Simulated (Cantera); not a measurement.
A closed system holds: 1 mol HI, 1.1 mol O₂, 19 mol N₂, at 1798 K and 10.0 mbar.

Cantera equilibrium calculation (NASA polynomials, part measured and part estimated; ideal gas, pure solids and liquids). Candidate condensed phases: H₂O, I₂; 27 gas species. Equilibrium is a limit: real reactors are often held back by kinetics, nucleation or transport.

Base state: N₂ 0.889, I 0.0468, O₂ 0.0386, H₂O 0.0230, NO 0.00188, OH 0.000676, O 0.000235, H₂ 6.18e-5 (mole fractions); condensed: gas only.

Problem. What changes in the equilibrium state with this change: HI replaced by SO₂?

Solution. 
```tsv
species	before	after
N₂	0.889	0.899
O₂	0.0386	0.0509
SO₂	0	0.0473
I	0.0468	0
H₂O	0.0230	0
OH	0.000676	0
H₂	6.18e-5	0
SO	0	4.06e-5
```
Further candidate phases: S.
